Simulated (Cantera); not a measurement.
Cantera run:

```python
import numpy as np
import cantera as ct

gas_names = """
    B BH BH2 BH3 BN BO BO2 B2 B2O B2O2 B2O3 B3O3H3 H HBO HBO2 HNO HNO2 HNO3 HO2 H2 H2O H2O2 H3B3O6 N NH
    NH2 NH3 NH2OH NO NO2 NO3 N2 N2H2 N2H4 N2O O OH O2 O3
""".split()
cond_names = """
    B(b) B(L) BN(s) B2O3(L) B3O3H3(cr) H2O(s) H2O(L)
""".split()


def load(file, names, dense=False):
    # The tables refer to 1 bar. Condensed volumes are neglected.
    table = {s.name: s for s in ct.Species.list_from_file(file)}
    out = []
    for n in names:
        d = dict(table[n].input_data)
        d["thermo"] = dict(d["thermo"], **{"reference-pressure": 1e5})
        if dense:
            d["equation-of-state"] = {"model": "constant-volume", "density": "1e6 g/cm^3"}
        out.append(ct.Species.from_dict(d))
    return out


gas = ct.Solution(thermo="ideal-gas", species=load("nasa_gas.yaml", gas_names))
cond = {s.name: ct.Solution(thermo="fixed-stoichiometry", species=[s], name=s.name)
        for s in load("nasa_condensed.yaml", cond_names, dense=True)}
atoms = {
    'borazine': {'B': 3, 'N': 3, 'H': 6},
    'O2': {'O': 2},
    'H2': {'H': 2},
}
top_T = {'BN(s)': 3200}  # K; cautious upper limits of use, not melting points


def equilibrate(T, P, feed):
    n = {}
    for name, mol in feed.items():
        for a, k in atoms[name].items():
            n[a] = n.get(a, 0.0) + k * mol
    gas.TPX = T, P, n
    mass = sum(n.values()) * gas.mean_molecular_weight
    gas.equilibrate("TP")
    valid = [c for c in cond.values() if c.min_temp <= T <= top_T.get(c.name, c.max_temp)]
    mix = ct.Mixture([(gas, mass / gas.mean_molecular_weight)] + [(c, 0.0) for c in valid])
    mix.T, mix.P = T, P
    mix.equilibrate("TP", solver="vcs", rtol=1e-11, max_steps=5000)
    return mix


results = []
feed = {'borazine': 1, 'O2': 0.1, 'H2': 7.8}  # mol
T = 2023.15  # K
for P in [10, 28, 77, 220, 600, 1700, 4600, 13000, 36000, 100000]:
    mix = equilibrate(T, P, feed)
    results.append((T, P, feed, dict(zip(mix.species_names, mix.species_moles))))

top = {s: max(r[3][s] / sum(r[3][g] for g in gas_names) for r in results) for s in gas_names}
cols = sorted((s for s in top if top[s] > 0.0001), key=lambda s: -top[s])[:8]
seen = [c for c in cond_names if any(r[3].get(c, 0) > 1e-12 for r in results)]
print("log10 of partial pressures in bar; condensed amounts in mol")
print(f"{'P/Pa':>10s}" + "".join(f"{s[:9]:>10s}" for s in cols + seen))
for T, P, feed, n in results:
    ng = sum(n[g] for g in gas_names)
    print(f"{P:10.4g}" + "".join(f"{np.log10(max(n[s] / ng * P / 1e5, 1e-99)):10.3f}" for s in cols)
          + "".join(f"{n.get(c, 0):10.4g}" for c in seen))
```

Result:

```
log10 of partial pressures in bar; condensed amounts in mol
      P/Pa        H2         H        N2       HBO        BO         B      B2O2       BH2      B(b)     BN(s)
        10    -4.147    -4.795    -4.957    -6.463    -5.958    -6.710    -8.359    -7.420     2.765         0
        28    -3.666    -4.554    -4.495    -5.833    -5.568    -6.710    -7.579    -6.939     2.783         0
        77    -3.207    -4.325    -4.046    -5.253    -5.219    -6.710    -6.879    -6.480     2.789         0
       220    -2.718    -4.080    -3.781    -4.665    -4.875    -6.710    -6.193    -5.991      1.61     1.182
       600    -2.253    -3.847    -3.781    -4.134    -4.577    -6.710    -5.595    -5.526    0.4211     2.372
      1700    -1.788    -3.615    -3.781    -3.626    -4.300    -6.710    -5.043    -5.061   0.01008     2.784
      4600    -1.353    -3.398    -3.373    -3.165    -4.057    -6.914    -4.556    -4.829         0     2.797
   1.3e+04    -0.900    -3.171    -2.926    -2.697    -3.816    -7.137    -4.074    -4.600         0     2.799
   3.6e+04    -0.457    -2.949    -2.490    -2.251    -3.592    -7.355    -3.626    -4.375         0     2.802
     1e+05    -0.012    -2.727    -2.057    -1.821    -3.383    -7.572    -3.209    -4.147         0     2.807
```

Equilibrium computed with Cantera from the NASA thermochemical tables; the gas is ideal and each condensed phase is pure. The feed counts by its element totals alone. Mutual solubility and eutectic melting of coexisting phases are not modelled. The tables' values for BH2 are old estimates; treat these amounts as uncertain.
